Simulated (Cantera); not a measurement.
What does this Cantera script print?

```python
import numpy as np
import cantera as ct

gas = ct.Solution("gri30.yaml")


def delay(T, t_max=10):
    gas.TPX = T, 1000000, {'CH4': 1, 'H2': 0.031, 'O2': 1.68, 'N2': 7.05}
    reactor = ct.IdealGasReactor(gas, clone=False)
    net = ct.ReactorNet([reactor])
    net.rtol, net.atol = 1e-8, 1e-16
    while net.time < t_max:
        t_old, T_old = net.time, reactor.T
        net.step()
        if reactor.T > T + 400:  # ignition: a rise of 400 K
            return t_old + (T + 400 - T_old) / (reactor.T - T_old) * (net.time - t_old)
    return np.nan


taus = []
for T in [950, 1025, 1100, 1175, 1250, 1325, 1400]:
    taus.append(delay(T))
    print(f"T0 = {T:6g} K   tau = {taus[-1]:.4e} s")
```

Result:

```
T0 =    950 K   tau = 7.5397e-02 s
T0 =   1025 K   tau = 2.3363e-02 s
T0 =   1100 K   tau = 9.6783e-03 s
T0 =   1175 K   tau = 4.4175e-03 s
T0 =   1250 K   tau = 2.0496e-03 s
T0 =   1325 K   tau = 9.5938e-04 s
T0 =   1400 K   tau = 4.5737e-04 s
```

Computed with Cantera and GRI-Mech 3.0 (53 species, 325 reactions). Below about 1000 K GRI-Mech 3.0 lacks low-temperature oxidation paths.
